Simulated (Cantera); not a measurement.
Cantera run, input and output.

```python
import numpy as np
import cantera as ct

gas = ct.Solution("gri30.yaml")
gas.TPX = 1300, 101325, {'CH4': 1, 'O2': 1.05, 'N2': 3.96}
reactor = ct.IdealGasConstPressureReactor(gas, energy="on", clone=False)
net = ct.ReactorNet([reactor])
net.rtol, net.atol = 1e-08, 1e-16
show = ['CH4', 'O2', 'C2H6', 'HCN', 'H']
times = np.geomspace(3e-06, 6, 15)

steps = ct.SolutionArray(gas, extra=["t"])
rows = []
print(f"{'t/s':>10s}{'T/K':>9s}{'P/Pa':>11s}" + "".join(f"{s:>11s}" for s in show))
for t in times:
    while net.time < t:
        t_next = net.step()
        steps.append(gas.state, t=t_next)
    rows.append([np.interp(t, steps.t, y) for y in (steps.T, steps.P, *steps(*show).X.T)])
    print(f"{t:10.3e}{rows[-1][0]:9.1f}{rows[-1][1]:11.4g}" + "".join(f"{x:11.3e}" for x in rows[-1][2:]))
rate = np.gradient(steps.T, steps.t)
print("integrator steps:", len(steps.t))
if steps.T.max() > steps.T[0] + 200:
    print(f"time of steepest temperature rise: {steps.t[rate.argmax()]:.4e} s")
gas.TPX = 1300, 101325, {'CH4': 1, 'O2': 1.05, 'N2': 3.96}
gas.equilibrate("HP")
print(f"equilibrium (HP): T = {gas.T:.1f} K  " + "  ".join(f"{s} {gas[s].X[0]:.3e}" for s in show))
```

Result:

```
       t/s      T/K       P/Pa        CH4         O2       C2H6        HCN          H
 3.000e-06   1300.0  1.013e+05  1.664e-01  1.747e-01  2.638e-14  1.693e-23  2.155e-10
 8.457e-06   1300.0  1.013e+05  1.664e-01  1.747e-01  6.178e-13  1.382e-22  2.282e-10
 2.384e-05   1300.0  1.013e+05  1.664e-01  1.747e-01  1.466e-11  1.133e-21  2.666e-10
 6.720e-05   1300.0  1.013e+05  1.664e-01  1.747e-01  3.879e-10  9.783e-21  4.022e-10
 1.894e-04   1300.0  1.013e+05  1.664e-01  1.747e-01  1.399e-08  9.974e-20  1.052e-09
 5.339e-04   1300.0  1.013e+05  1.664e-01  1.747e-01  7.527e-07  1.440e-18  4.384e-09
 1.505e-03   1300.3  1.013e+05  1.663e-01  1.746e-01  1.833e-05  1.899e-17  1.057e-08
 4.243e-03   1302.2  1.013e+05  1.658e-01  1.743e-01  1.237e-04  1.401e-16  2.534e-08
 1.196e-02   1322.8  1.013e+05  1.610e-01  1.711e-01  9.775e-04  6.028e-15  2.424e-07
 3.371e-02   2400.5  1.013e+05  1.422e-11  1.134e-05  4.155e-23  1.056e-07  6.101e-03
 9.503e-02   2400.8  1.013e+05  1.409e-11  1.137e-05  4.089e-23  8.148e-08  6.107e-03
 2.679e-01   2400.8  1.013e+05  1.409e-11  1.138e-05  4.088e-23  8.088e-08  6.107e-03
 7.551e-01   2400.8  1.013e+05  1.409e-11  1.138e-05  4.088e-23  8.088e-08  6.107e-03
 2.129e+00   2400.8  1.013e+05  1.409e-11  1.138e-05  4.088e-23  8.088e-08  6.107e-03
 6.000e+00   2400.8  1.013e+05  1.409e-11  1.138e-05  4.088e-23  8.088e-08  6.107e-03
integrator steps: 2321
time of steepest temperature rise: 1.6686e-02 s
equilibrium (HP): T = 2400.8 K  CH4 1.589e-11  O2 1.138e-05  C2H6 5.043e-23  HCN 8.088e-08  H 6.107e-03
```

Computed with Cantera and GRI-Mech 3.0 (53 species, 325 reactions).
